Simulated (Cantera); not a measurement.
A closed system holds: 1 mol CuO, 2.4 mol F2, 7.8 mol O2, equilibrated at 1148 K and 97.5 Torr.

These are equilibrium values from Cantera (NASA tables, ideal gas, pure condensed phases), not measurements of a reactor. Candidate condensed phases: Cu, CuF2, CuO, Cu2O; 13 gas species. Kinetics and transport are ignored.

Base state: O2 0.772, F 0.187, F2 0.0366, CuF2 0.00365, FO2 5.11e-5 (mole fractions); condensed: CuF2(l).

What changes in the equilibrium state with this change: temperature from 1148 K to 1550 K?


| species | before | after |
|---|---|---|
| O2 | 0.772 | 0.686 |
| F | 0.187 | 0.230 |
| CuF2 | 0.00365 | 0.0827 |
| F2 | 0.0366 | 0.000602 |
| CuF | <1e-9 | 3.63e-5 |
| O | 1.93e-8 | 1.80e-5 |
| CuF2(l), mol | 0.961 | 0 |
